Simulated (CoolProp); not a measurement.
A Linde-Hampson liquefier for normal hydrogen: isothermal reversible compression at 230 K from 1 atm to 25 MPa, throttling to 1 atm, return gas leaving the recuperator 2 K below the feed. Each further row changes one setting.

The numbers come from the reference Helmholtz-energy equation of state, Leachman 2009 in CoolProp.

```csv
case,compression work (kJ/kg of gas)
as stated,5390
high pressure 50 MPa,6240
warm-end temperature 260 K,6080
warm-end gap 7 K,5390
```
